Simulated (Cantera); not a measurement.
Input: 1 mol CH4, 0.81 mol CO2, 7.3 mol H2, held at 2400 K and 0.370 bar.

Cantera equilibrium calculation (NASA polynomials, part measured and part estimated; ideal gas, pure solids and liquids). Candidate condensed phases: C, C6H6, C7H8, C8H18, H2O; 110 gas species. Rates play no part.

Base state: H2 0.824, CO 0.147, H 0.0237, C2H2 (acetylene) 0.00574, CH4 4.46e-5, CH3 2.36e-5, C4H2 1.65e-5 (mole fractions); condensed: C(graphite).

Problem. What changes in the equilibrium state with this change: pressure from 0.370 bar to 30.0 bar?

Solution. 
| species | before | after |
|---|---|---|
| H2 | 0.824 | 0.839 |
| CO | 0.147 | 0.149 |
| C2H2 (acetylene) | 0.00574 | 0.00585 |
| H | 0.0237 | 0.00266 |
| CH4 | 4.46e-5 | 0.00375 |
| C2H4 | 1.84e-6 | 0.000155 |
| H2O | 1.41e-6 | 0.000118 |
| CH3 | 2.36e-5 | 0.000219 |
| C4H2 | 1.65e-5 | 1.68e-5 |
| C(graphite), mol | 0.0612 | 0.0160 |
